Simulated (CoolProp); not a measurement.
The fluid at 298.15 K and 0.0425 MPa is throttled through a valve to 0.00625 MPa with no heat exchange. The same conditions are run with several fluids, on thermodynamics alone (safety and materials aside).

The numbers come from the reference Helmholtz-energy equation of state of each fluid (R245ca: Zhou 2016; propane: Lemmon 2009; R407C: Lemmon 2003; n-perfluorobutane: Gao 2022; R123: Younglove 1994) in CoolProp. Blends and air are pseudo-pure fits.

| fluid | temperature change (K) | final density (kg/m³) |
|---|---|---|
| R245ca | -1.0 | 0.340 |
| propane | … | … |
| R407C | … | … |
| n-perfluorobutane | … | … |
| R123 | … | … |

Question: What belongs in the gaps?

Answer: 
- propane, temperature change (K): -0.6
- propane, final density (kg/m³): 0.112
- R407C, temperature change (K): -0.7
- R407C, final density (kg/m³): 0.218
- n-perfluorobutane, temperature change (K): -0.5
- n-perfluorobutane, final density (kg/m³): 0.602
- R123, temperature change (K): -1.4
- R123, final density (kg/m³): 0.388
